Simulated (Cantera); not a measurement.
Input: 1 mol B, 0.26 mol O2, 0.5 mol N2, equilibrated at 0.720 Torr.

Method: chemical equilibrium by Gibbs-energy minimisation in Cantera with the NASA 1993 tables (ideal gas, pure condensed phases). Candidate condensed phases: B, BN, B2O3; 17 gas species. N2 is the only nitrogen source here; it is nearly inert below about 1500 K, so the nitride shown seldom forms there in practice. Mutual solubility and eutectic melting of coexisting phases are not modelled. Rates play no part.

x: gas mole fraction; n: condensed amount in mol.

```json
[
 {"T (K)": "848", "x N2": "1.00", "x B2O3": "<1e-12", "x B2O2": "<1e-12", "x BO": "<1e-12", "x B2O": "<1e-12", "n BN(s)": "0.653", "n B2O3(l)": "0.173"},
 {"T (K)": "948", "x N2": "1.00", "x B2O3": "2.51e-10", "x B2O2": "<1e-12", "x BO": "<1e-12", "x B2O": "<1e-12", "n BN(s)": "0.653", "n B2O3(l)": "0.173"},
 {"T (K)": "1048", "x N2": "1.00", "x B2O3": "3.11e-8", "x B2O2": "2.12e-11", "x BO": "1.07e-11", "x B2O": "<1e-12", "n BN(s)": "0.653", "n B2O3(l)": "0.173"},
 {"T (K)": "1148", "x N2": "1.000", "x B2O3": "1.61e-6", "x B2O2": "4.30e-9", "x BO": "1.45e-9", "x B2O": "<1e-12", "n BN(s)": "0.653", "n B2O3(l)": "0.173"},
 {"T (K)": "1248", "x N2": "1.000", "x B2O3": "4.32e-5", "x B2O2": "3.64e-7", "x BO": "8.76e-8", "x B2O": "<1e-12", "n BN(s)": "0.653", "n B2O3(l)": "0.173"},
 {"T (K)": "1348", "x N2": "0.999", "x B2O3": "0.000696", "x B2O2": "1.57e-5", "x BO": "2.85e-6", "x B2O": "<1e-12", "n BN(s)": "0.653", "n B2O3(l)": "0.173"},
 {"T (K)": "1448", "x N2": "0.992", "x B2O3": "0.00749", "x B2O2": "0.000395", "x BO": "5.68e-5", "x B2O": "(withheld)", "n BN(s)": "0.653", "n B2O3(l)": "0.172"},
 {"T (K)": "1548", "x N2": "0.934", "x B2O3": "0.0584", "x B2O2": "0.00661", "x BO": "0.000768", "x B2O": "(withheld)", "n BN(s)": "0.652", "n B2O3(l)": "0.162"},
 {"T (K)": "1648", "x N2": "0.551", "x B2O3": "0.350", "x B2O2": "0.0909", "x BO": "0.00812", "x B2O": "(withheld)", "n BN(s)": "0.632", "n B2O3(l)": "0.0351"},
 {"T (K)": "1748", "x N2": "0.492", "x B2O3": "0.249", "x B2O2": "0.227", "x BO": "0.0324", "x B2O": "(withheld)", "n BN(s)": "0.585", "n B2O3(l)": "0"},
 {"T (K)": "1848", "x N2": "0.478", "x B2O3": "0.0998", "x B2O2": "0.333", "x BO": "0.0894", "x B2O": "(withheld)", "n BN(s)": "0.529", "n B2O3(l)": "0"},
 {"T (K)": "1948", "x N2": "0.453", "x B2O3": "0.0260", "x B2O2": "0.333", "x BO": "0.187", "x B2O": "(withheld)", "n BN(s)": "0.494", "n B2O3(l)": "0"}
]
```

What belongs in the gaps?


- 1448, x B2O: 1.32e-10
- 1548, x B2O: 1.13e-8
- 1648, x B2O: 7.64e-7
- 1748, x B2O: 1.31e-5
- 1848, x B2O: 0.000128
- 1948, x B2O: 0.000838
